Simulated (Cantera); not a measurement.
A Cantera script and its output.

```python
import numpy as np
import cantera as ct

gas = ct.Solution("gri30.yaml")


def delay(T, t_max=10):
    gas.TPX = T, 500000, {'CH3OH': 1, 'O2': 0.682, 'N2': 2.56, 'H2O': 0.1, 'CO2': 0.073}
    reactor = ct.IdealGasReactor(gas, clone=False)
    net = ct.ReactorNet([reactor])
    net.rtol, net.atol = 1e-8, 1e-16
    while net.time < t_max:
        t_old, T_old = net.time, reactor.T
        net.step()
        if reactor.T > T + 400:  # ignition: a rise of 400 K
            return t_old + (T + 400 - T_old) / (reactor.T - T_old) * (net.time - t_old)
    return np.nan


taus = []
for T in [1073, 1148, 1223, 1298, 1373, 1448, 1523, 1598, 1673]:
    taus.append(delay(T))
    print(f"T0 = {T:6g} K   tau = {taus[-1]:.4e} s")
```

Output:

```
T0 =   1073 K   tau = 2.1766e-02 s
T0 =   1148 K   tau = 4.8964e-03 s
T0 =   1223 K   tau = 1.3264e-03 s
T0 =   1298 K   tau = 4.2098e-04 s
T0 =   1373 K   tau = 1.5335e-04 s
T0 =   1448 K   tau = 6.3085e-05 s
T0 =   1523 K   tau = 2.8895e-05 s
T0 =   1598 K   tau = 1.4529e-05 s
T0 =   1673 K   tau = 7.9103e-06 s
```

Computed with Cantera and GRI-Mech 3.0 (53 species, 325 reactions). GRI-Mech 3.0 was tuned for natural gas; its chemistry of methanol as a main component is partial and can be far from experiment.
